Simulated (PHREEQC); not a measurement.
## Brine: speciation

A solution holds 2.6 mol/kgw HCl, 0.35 mol/kgw BaCl2 and 0.27 mol/kgw NaCl, at 20 °C and 10 atm. Closed to the air; pH follows from the charge balance.

The numbers come from PHREEQC with the Pitzer model, pitzer.dat.

* **pH**: -0.94
* **ionic strength**: 3.92 mol/kgw
* **activity of water**: 0.850
* **density**: 1.107 g/cm³
* **osmotic coefficient**: 1.332
* **total alkalinity**: -2600 meq/kg

| species | molality | activity | log γ |
|---|---|---|---|
| Cl- | 3.57 | 2.04 | -0.244 |
| H+ | 2.60 | 8.61 | 0.520 |
| Ba+2 | 0.350 | 0.313 | -0.048 |
| Na+ | 0.270 | 0.499 | 0.267 |

No solid was allowed to form. Complexes and solids missing from the database can't appear. In brines, pH and single-ion activities rest on the MacInnes convention.
